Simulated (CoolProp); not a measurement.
The numbers come from the reference Helmholtz-energy equation of state, Pan 2012 in CoolProp.

Question: For R236FA, give the phase and the cp (kJ/(kg K)), Joule-Thomson coefficient (K/MPa), conductivity (mW/(m K)) at 69.65 °C and 1.27 MPa.

Answer: 
- 69.65 °C and 1.27 MPa: liquid; cp 1.38, Joule-Thomson coefficient 0.229, conductivity 60.8

Thermal conductivity comes from a separate model (Huber 2003), an estimate that may be off by 10 % or more.
